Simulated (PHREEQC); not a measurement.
Solution (25 °C): 0.017 mol/kgw HF, 0.0028 mol/kgw H2SiF6, 0.00074 mol/kgw H3BO3 and 0.43 mol/kgw H2SO4. Closed to the air; pH follows from the charge balance.

The numbers come from PHREEQC with the ion-association model, wateq4f.dat.

```yaml
pH: 0.44
ionic_strength: 0.512 mol/kgw
activity_of_water: 0.984
total_alkalinity: -894 meq/kg
```

| species | molality | activity | log γ |
|---|---|---|---|
| H+ | 0.473 | 0.361 | -0.117 |
| HSO4- | 0.393 | 0.262 | -0.177 |
| SO4-2 | 0.0366 | 0.00745 | -0.692 |
| HF | 0.0134 | 0.0151 | 0.051 |
| SiF6-2 | 0.00276 | 0.000588 | -0.671 |
| BF4- | 0.000662 | 0.000390 | -0.230 |
| H2F2 | 0.000529 | 0.000596 | 0.051 |
| H3BO3 | 6.07e-5 | 6.83e-5 | 0.051 |

No solid was allowed to form. SiF6-2 is the database's only silicon fluoride. Real BF4- forms and hydrolyses slowly; the run takes it at equilibrium.
